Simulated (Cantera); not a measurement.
Charge: 1 mol CH3SiCl3, a varied amount of C2H4, 380 mol H2, equilibrated at 952 °C and 0.130 bar.

Method: chemical equilibrium by Gibbs-energy minimisation in Cantera with the NASA 1993 tables (ideal gas, pure condensed phases). Candidate condensed phases: C, C6H6, C7H8, C8H18, Si, SiC; 109 gas species. The feed counts by its element totals alone. The numbers say what is thermodynamically allowed, not how fast it happens.

### Question
Which condensed phases are stable at each of these points (n(C2H4) (mol)): 0.01, 0.023, 0.053, 0.12, 0.27, 0.62, 1.4?

### Answer
```tsv
n(C2H4) (mol)	condensed phases	Si condensed (%)
0.01	SiC(s)	99.6
0.023	SiC(s)	99.8
0.053	SiC(s)	99.9
0.12	SiC(s)	100.0
0.27	SiC(s)	100.0
0.62	C(graphite) + SiC(s)	100.0
1.4	C(graphite) + SiC(s)	100.0
```

From 0.01 mol C2H4 to 0.27 mol C2H4 the condensed part is SiC(s). From 0.62 mol C2H4 to 1.4 mol C2H4 the condensed part is C(graphite) + SiC(s).
